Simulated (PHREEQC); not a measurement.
Consider water at 25 °C with 0.23 mol Cu(NO3)2, 3.8e-05 mol HBF4 and 5.2e-05 mol KCl per kg of water. Closed to the air; pH follows from the charge balance.

The numbers come from PHREEQC with the ion-association model, phreeqc.dat.

Each row changes one thing in this solution. This is a speciation only: nothing precipitates in the calculation.

| case | pH | CuF+ (mol/kgw) | Cu2(OH)2+2 (mol/kgw) | HF (mol/kgw) | CuOH+ (mol/kgw) | Cu(OH)2 (mol/kgw) |
|---|---|---|---|---|---|---|
| as made | 3.85 | 6.24e-5 | 1.88e-5 | 8.83e-6 | 5.86e-6 | 4.59e-8 |
| Cu(NO3)2 from 0.23 to 0.115 mol/kgw | 3.90 | 4.87e-5 | 9.53e-6 | 1.08e-5 | 3.68e-6 | 3.76e-8 |
| temperature from 25 to 20 °C | 3.88 | 6.16e-5 | 1.29e-5 | 7.84e-6 | 6.24e-6 | 5.19e-8 |
| KCl from 5.2e-05 to 0.00052 mol/kgw | 3.85 | 6.24e-5 | 1.88e-5 | 8.83e-6 | 5.86e-6 | 4.59e-8 |
| HBF4 from 3.8e-05 to 4.18e-05 mol/kgw | 3.83 | 6.84e-5 | 1.70e-5 | 1.02e-5 | 5.56e-6 | 4.15e-8 |
| KCl left out | 3.85 | 6.24e-5 | 1.88e-5 | 8.83e-6 | 5.86e-6 | 4.59e-8 |
| KCl from 5.2e-05 to 2.6e-05 mol/kgw | 3.85 | 6.24e-5 | 1.88e-5 | 8.83e-6 | 5.86e-6 | 4.59e-8 |
| Cu(NO3)2 from 0.23 to 0.207 mol/kgw | 3.86 | 6.04e-5 | 1.73e-5 | 9.14e-6 | 5.46e-6 | 4.48e-8 |

Species that the database lacks are ignored. Real BF4- forms and hydrolyses slowly; the run takes it at equilibrium.
